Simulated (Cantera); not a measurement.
A closed system holds: 1 mol Si, 9.3 mol HCl, 6.5 mol N2, equilibrated at 0.338 Torr.

These are equilibrium values from Cantera (NASA tables, ideal gas, pure condensed phases), not measurements of a reactor. Candidate condensed phases: NH4Cl, Si, Si3N4; 28 gas species. N2 is the only nitrogen source here; it is nearly inert below about 1500 K, so the nitride shown seldom forms there in practice. The tables' values for SiCl3 are old estimates; treat these amounts as uncertain. Kinetics and transport are ignored.

x: gas mole fraction; n: condensed amount in mol.

| T (K) | x N2 | x HCl | x H2 | x SiCl4 | x SiCl3 | x SiCl2 | x SiHCl3 | n Si3N4(s) |
|---|---|---|---|---|---|---|---|---|
| 523 | 0.439 | 0.358 | 0.135 | 0.0676 | 1.48e-12 | <1e-12 | [?] | 0 |
| 623 | 0.439 | 0.358 | 0.135 | 0.0676 | 1.06e-9 | <1e-12 | [?] | 0 |
| 723 | 0.439 | 0.358 | 0.135 | 0.0676 | 1.21e-7 | 5.43e-11 | [?] | 0 |
| 823 | 0.439 | 0.358 | 0.135 | 0.0675 | 4.29e-6 | 2.44e-8 | [?] | 0 |
| 923 | 0.437 | 0.371 | 0.128 | 0.0642 | 6.20e-5 | 2.41e-6 | [?] | 0.0158 |
| 1023 | 0.433 | 0.388 | 0.119 | 0.0590 | 0.000486 | 8.45e-5 | [?] | 0.0376 |
| 1123 | 0.430 | 0.400 | 0.112 | 0.0533 | 0.00256 | 0.00153 | [?] | 0.0473 |

**Question.** What belongs in the gaps?

**Answer.** 
- 523, x SiHCl3: 8.65e-8
- 623, x SiHCl3: 1.18e-6
- 723, x SiHCl3: 7.62e-6
- 823, x SiHCl3: 3.07e-5
- 923, x SiHCl3: 7.93e-5
- 1023, x SiHCl3: 0.000153
- 1123, x SiHCl3: 0.000256
